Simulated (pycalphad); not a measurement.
Computed with pycalphad from the COST 507 light-alloy database (1999), at 1 atm. These are 1990s assessments: newer ones move some temperatures and phases. Amounts are mole fractions of atoms.

Give the equilibrium state of Al-4.341Si-0.5233C (wt.%) at 950 K.

LIQUID, fraction 0.973, with 4.3 Si, <0.01 C wt.%; AL8SIC7, fraction 0.027, with 8.6 Si, 25.6 C wt.%.

Give the equilibrium state of Al-4.341Si-0.5233C (wt.%) at 1625 K.

LIQUID, fraction 0.974, with 4.4 Si, 0.02 C wt.%; AL4C3, fraction 0.026, with 0.27 Si, 25.0 C wt.%.

Database names, with the compositions (at.%) that they take in these runs: AL4C3: Al 57 C 43; AL8SIC7: Al 50 C 44 Si 6.
